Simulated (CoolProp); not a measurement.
Octamethylcyclotetrasiloxane (D4) along the isobar 1.57 MPa: Z from the reference equation and from simpler models built on Tc = 313.4 °C, pc = 1.347 MPa, ω = 0.598; each cubic takes its own stable root.

Computed with CoolProp (reference Helmholtz-energy equation of state, Thol 2015).

```csv
T (°C),phase,reference,Redlich-Kwong,Peng-Robinson
34.35,liquid,0.1933,0.2299,0.1943
50.25,liquid,0.1873,0.2224,0.1870
66.25,liquid,0.1821,0.2158,0.1806
82.25,liquid,0.1775,0.2100,0.1750
98.25,liquid,0.1735,0.2052,0.1702
114.25,liquid,0.1701,0.2011,0.1661
130.25,liquid,0.1671,0.1977,0.1626
146.15,liquid,0.1647,0.1951,0.1598
162.15,liquid,0.1627,0.1931,0.1577
178.15,liquid,0.1612,0.1920,0.1563
194.15,liquid,0.1603,0.1916,0.1556
210.15,liquid,0.1599,0.1921,0.1558
```
